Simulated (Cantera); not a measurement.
**Ignition delay**

Mixture: H₂ : O₂ : N₂ = 1 : 0.581 : 2.19 (molar parts), equivalence ratio 0.86, at 18.8 atm, adiabatic and at constant volume. Ignition delay is the time to a rise of 400 K.

Cantera simulation using the H2/O2 subset of GRI-Mech 3.0, which has no nitrogen chemistry; the numbers are that mechanism's predictions, not measurements. The hydrogen kinetics of GRI-Mech 3.0 are dated; newer H2 mechanisms differ, most at raised pressure. The pressure lies above the range GRI-Mech 3.0 was tuned for (to about 10 atm).

| T0 (K) | delay (ms) |
|---|---|
| 950 | 20.2 |
| 1000 | 6.30 |
| 1050 | 2.16 |
| 1100 | 0.791 |
| 1150 | 0.301 |
| 1200 | 0.115 |
| 1250 | 0.0413 |
| 1300 | 0.0126 |

apparent activation energy between 1200 and 1300 K: 290 kJ/mol
